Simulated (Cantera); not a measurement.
An adiabatic, constant-pressure homogeneous reactor starts with 6.20 % CH₄, 5.37 % CO, 18.6 % O₂, 69.9 % N₂, equivalence ratio 0.81, at 1175 K and 340000 Pa.

Computed with Cantera and GRI-Mech 3.0 (53 species, 325 reactions).

Task: Predict: time of steepest temperature rise; temperature at 0.300 s; equilibrium temperature; x(CO) at 0.300 s; x(O₂) at 0.300 s; x(NO) at 0.300 s; x(H₂O₂) at 0.300 s.

Result: 
```
Item                                                                 Value
---------------------------------  ---------------------------------------
time of steepest temperature rise                                  26.7 ms
temperature at 0.300 s                                              2597 K
equilibrium temperature                                             2597 K
x(CO) at 0.300 s                     0.0172 (gas-phase equilibrium 0.0172)
x(O₂) at 0.300 s                     0.0366 (gas-phase equilibrium 0.0366)
x(NO) at 0.300 s                     0.0107 (gas-phase equilibrium 0.0107)
x(H₂O₂) at 0.300 s                 3.55e-7 (gas-phase equilibrium 3.55e-7)
```
